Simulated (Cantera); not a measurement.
# Ammonia decomposition in nitride growth gas

A perfectly stirred reactor is fed with NH₃ : N₂ = 1 : 0.2 (molar parts), at 0.0263 atm; it is held at 1700 K, and followed from long to short residence time.

Computed with Cantera and the gas-phase N/H chemistry of the illustrative SiF4/NH3 mechanism in the Surface Chemkin manual (1991). Walls and surfaces, which speed up NH3 decomposition in real reactors, are not modelled.

| τ (s) | x NH₃ | x H | x N₂ | x H₂ | x NH | x N₂H₄ |
|---|---|---|---|---|---|---|
| 9.3 | 0.516 | 4.41e-5 | 0.224 | 0.260 | 2.00e-6 | 1.09e-8 |
| 2.0 | 0.732 | 1.31e-5 | 0.185 | 0.0831 | 1.95e-6 | 1.84e-8 |
| 0.42 | 0.810 | 3.02e-6 | 0.171 | 0.0187 | 1.49e-6 | 2.25e-8 |
| 0.089 | 0.829 | 5.76e-7 | 0.167 | 0.00330 | 1.05e-6 | 1.96e-8 |
| 0.019 | 0.833 | 6.83e-8 | 0.167 | 0.000278 | 4.14e-7 | 6.17e-9 |
| 0.0040 | 0.833 | 2.08e-8 | 0.167 | 2.17e-5 | 3.36e-8 | 3.44e-10 |
| 0.00085 | 0.833 | 1.91e-8 | 0.167 | 4.21e-6 | 1.39e-9 | 1.51e-11 |
x: mole fraction; the columns are a selection and need not sum to one.
